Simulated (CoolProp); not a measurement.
CF4 (R14) at 293.15 K and 14.9 MPa flows at 0.1 m/s in a round tube of 12.7 mm bore and 45 µm roughness, fully developed (64/Re and Nu = 3.66 if laminar; Colebrook and Gnielinski if turbulent). Each further row changes one setting.

Model: reference Helmholtz-energy equation of state, Platzer 1990, in CoolProp. This equation is an older, rougher fit; its heat capacities, sound speeds and derivatives of the liquid may be far off and weren't checked against measurements.

| case | Reynolds number | Darcy friction factor | pressure drop (Pa/m) | heat-transfer coefficient (W/(m² K)) | mass flow (kg/h) |
|---|---|---|---|---|---|
| as stated | ? | 0.0321 | ? | ? | 35.2 |
| velocity 0.2 m/s | 42500 | ? | 36.4 | ? | 70.3 |
| diameter 25.4 mm | 42500 | 0.0264 | 4.01 | ? | ? |

Task: Complete the blanks.

Result: 
- as stated, Reynolds number: 21200
- as stated, pressure drop (Pa/m): 9.74
- as stated, heat-transfer coefficient (W/(m² K)): 267
- velocity 0.2 m/s, Darcy friction factor: 0.0300
- velocity 0.2 m/s, heat-transfer coefficient (W/(m² K)): 515
- diameter 25.4 mm, heat-transfer coefficient (W/(m² K)): 230
- diameter 25.4 mm, mass flow (kg/h): 141

Viscosity comes from a separate model (Huber 2003), an estimate that may be off by 10 % or more. Thermal conductivity comes from a separate model (Huber 2003), an estimate that may be off by 10 % or more.
